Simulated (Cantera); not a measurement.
A perfectly stirred reactor is fed with H2 : O2 : N2 = 0.69 : 1 : 1 (molar parts), equivalence ratio 0.34, at 0.109 atm; it is held at 750 K, and followed from long to short residence time.

Detailed kinetics in Cantera: GRI-Mech 3.0 (53 species, 325 reactions). Radical loss at walls, strong at low pressure, is not modelled. Below about 950 K walls govern HO2 and H2O2 in real vessels. The temperature is held fixed by assumption; the heat of reaction is taken as removed at once.

What does this change do: temperature 750 to 1300 K?


```tsv
quantity	before	after
x(H2) at τ = 0.930 s	0.257	0.000235
x(O2) at τ = 0.930 s	0.372	0.279
x(NO2) at τ = 0.930 s	<1e-12	9.67e-10
x(HO2) at τ = 0.930 s	4.16e-9	5.15e-6
x(OH) at τ = 0.930 s	<1e-12	0.000937
x(H2) at τ = 27.0 ms	0.257	0.00234
x(O2) at τ = 27.0 ms	0.372	0.278
x(NO2) at τ = 27.0 ms	<1e-12	3.67e-10
x(HO2) at τ = 27.0 ms	6.94e-11	2.23e-5
x(OH) at τ = 27.0 ms	<1e-12	0.00309
```
